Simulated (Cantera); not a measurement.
A closed system holds: 1 mol B, 0.25 mol O2, 120 mol N2, held at 2473 K and 1.00 bar.

These are equilibrium values from Cantera (NASA tables, ideal gas, pure condensed phases), not measurements of a reactor. Kinetics and transport are ignored.

```csv
species,before,after
N2,0.996,0.964
O2,<1e-9,0.0207
NO,2.29e-8,0.00762
BO2,3.23e-7,0.00316
O,5.39e-9,0.00182
B2O,2.41e-5,<1e-9
B,1.43e-5,<1e-9
B2O2,0.000364,3.05e-7
B2O3,8.46e-6,0.00240
BO,0.00338,9.80e-5
"BN(s), mol",0.496,0
```
Gas species are given as mole fractions.

Task: Which change was made?
(A) O2 from 0.25 to 4 mol
(B) N2 from 120 to 2.9 mol
(C) O2 from 0.25 to 0.68 mol
(D) pressure from 1.00 bar to 84.0 Pa

Result: A, O2 from 0.25 to 4 mol
